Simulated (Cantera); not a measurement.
An adiabatic, constant-pressure homogeneous reactor starts with CH4 : H2 : O2 : N2 : H2O = 1 : 0.066 : 2.16 : 8.13 : 1.8 (molar parts), equivalence ratio 0.94, at 1325 K and 3750 Torr. Integrator tolerance rtol = 1e-08.

Computed with Cantera and GRI-Mech 3.0 (53 species, 325 reactions).

Question: What does this change do: pressure from 3750 Torr to 1500 Torr?

Answer: 
```json
[
 {"quantity": "time of steepest temperature rise", "before": "1.53 ms", "after": "3.85 ms"},
 {"quantity": "temperature at 0.200 s", "before": "2588 K", "after": "2547 K"},
 {"quantity": "equilibrium temperature", "before": "2588 K", "after": "2547 K"},
 {"quantity": "x(CH4) at 0.200 s", "before": "<1e-12 (gas-phase equilibrium <1e-12)", "after": "<1e-12 (gas-phase equilibrium <1e-12)"},
 {"quantity": "x(H2) at 0.200 s", "before": "0.00917 (gas-phase equilibrium 0.00917)", "after": "0.0112 (gas-phase equilibrium 0.0112)"},
 {"quantity": "x(O2) at 0.200 s", "before": "0.0147 (gas-phase equilibrium 0.0147)", "after": "0.0164 (gas-phase equilibrium 0.0164)"},
 {"quantity": "x(OH) at 0.200 s", "before": "0.0108 (gas-phase equilibrium 0.0108)", "after": "0.0123 (gas-phase equilibrium 0.0123)"},
 {"quantity": "x(CH2O) at 0.200 s", "before": "2.44e-10 (gas-phase equilibrium 2.44e-10)", "after": "1.39e-10 (gas-phase equilibrium 1.39e-10)"}
]
```
